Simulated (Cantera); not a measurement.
Input: 1 mol Si2H6, 0.39 mol Cl2, 590 mol H2, at 602 °C and 0.00590 bar.

Equilibrium computed with Cantera from the NASA thermochemical tables; the gas is ideal and each condensed phase is pure. The feed counts by its element totals alone. Equilibrium is a limit: real reactors are often held back by kinetics, nucleation or transport.

| species | before | after |
|---|---|---|
| H2 | 0.999 | 0.997 |
| HCl | 0.00123 | 0.00295 |
| SiCl4 | 8.12e-6 | 0.000270 |
| SiHCl3 | 1.45e-5 | 0.000200 |
| SiCl2 | 1.93e-6 | 1.11e-5 |
| SiH2Cl2 | 2.35e-6 | 1.35e-5 |
| Si(s), mol | 1.98 | 0.703 |
Gas species are given as mole fractions.

Q: What was changed between the two runs?
A. Si2H6 replaced by SiH2Cl2
B. Cl2 from 0.39 to 0.077 mol
C. Cl2 from 0.39 to 0.018 mol
D. Cl2 from 0.39 to 0.016 mol

A: A, Si2H6 replaced by SiH2Cl2
